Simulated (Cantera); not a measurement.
A closed system holds: 1 mol SO2, 5.1 mol O2, at 1777 °C and 0.133 bar.

Equilibrium computed with Cantera from the NASA thermochemical tables; the gas is ideal and each condensed phase is pure. Candidate condensed phases: S; 10 gas species. Kinetics and transport are ignored.

Base state: O2 0.834, SO2 0.163, O 0.00243, SO3 0.000267, SO 0.000113 (mole fractions); condensed: gas only.

Task: What changes in the equilibrium state with this change: pressure from 0.133 bar to 1 atm?

Result: 
```csv
species,before,after
O2,0.834,0.835
SO2,0.163,0.163
O,0.00243,0.000883
SO3,0.000267,0.000735
SO,0.000113,4.10e-5
```
